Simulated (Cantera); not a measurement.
An isothermal, constant-pressure homogeneous reactor starts with 2.56 % CO, 0.256 % O2, 2.37 % H2O, 94.8 % N2, at 1173 K and 10.0 bar.

Computed with Cantera and GRI-Mech 3.0 (53 species, 325 reactions).

Task: Predict: x(CO) at 30.0 s; x(H2O) at 30.0 s; x(H2) at 30.0 s.

Result: 
* **x(CO) at 30.0 s**: 0.0159 (gas-phase equilibrium 0.0114)
* **x(H2O) at 30.0 s**: 0.0192 (gas-phase equilibrium 0.0146)
* **x(H2) at 30.0 s**: 0.00460 (gas-phase equilibrium 0.00915)
